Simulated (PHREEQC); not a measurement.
Synthetic water in mg/L, 25 °C, pH 6.3, pe 0.3: Na 5.6; K 0.0334; Ca 1.68; Mg 0.175; Cl 5.67; S(6) as SO4 1.21; Alkalinity as HCO3 8.86; Fe(2) 0.0167; Si as SiO2 0.486; F 0.0123; N(-3) as NH4 0.00271; B 0.0383.

Valence states are taken as typed.

The numbers come from PHREEQC with the ion-association model, phreeqc.dat.

Each row changes one thing in this solution. This is a speciation only: nothing precipitates in the calculation.

```tsv
case	CO2 (mol/kgw)	HCO3- (mol/kgw)	CaSO4 (mol/kgw)	CaHCO3+ (mol/kgw)	NaHCO3 (mol/kgw)	MgSO4 (mol/kgw)	SI of Quartz (SiO2)
as made	0.000160	0.000146	7.73e-8	7.08e-8	1.90e-8	1.75e-8	-1.11
all concentrations times 2 at the same typed pH	0.000317	0.000290	2.85e-7	2.72e-7	7.46e-8	6.45e-8	-0.81
pH from 6.3 to 6 at the same alkalinity	0.000321	0.000146	7.73e-8	7.11e-8	1.91e-8	1.75e-8	-1.11
pH from 6.3 to 6.6 at the same alkalinity	8.02e-5	0.000145	7.73e-8	7.07e-8	1.90e-8	1.75e-8	-1.11
S(6) from 1.21 to 2.42 mg/L	0.000160	0.000146	1.54e-7	7.05e-8	1.90e-8	3.47e-8	-1.11
Fe(2) from 0.0167 to 0.0334 mg/L	0.000160	0.000146	7.73e-8	7.08e-8	1.90e-8	1.75e-8	-1.11
```

SiF6-2 is the database's only silicon fluoride. Real BF4- forms and hydrolyses slowly; the run takes it at equilibrium. Fluoro complexes past AlF4- and FeF3 are missing from the database.
